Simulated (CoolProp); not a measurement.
Vapour-liquid equilibrium of cyclopentane (1) + octamethylcyclotetrasiloxane (D4) (2) at 359.4 K; x and y are mole fractions of (1).

Computed with CoolProp (multi-fluid Helmholtz-energy mixture model, Gedanitz 2015 and Thol 2015; pair parameters Bell 2016).

### Question
Give the bubble pressure and the first vapour's composition at x = 0.05, 0.5, 0.65. Is there an azeotrope?

### Answer
x = 0.05: 14.53 kPa, y = 0.681; x = 0.5: 125.1 kPa, y = 0.980; x = 0.65: 172.6 kPa, y = 0.990. No azeotrope shows between x = 0.05 and 0.95.

Pair parameters are fitted to limited data, so mixtures are less certain than the pure fluids.
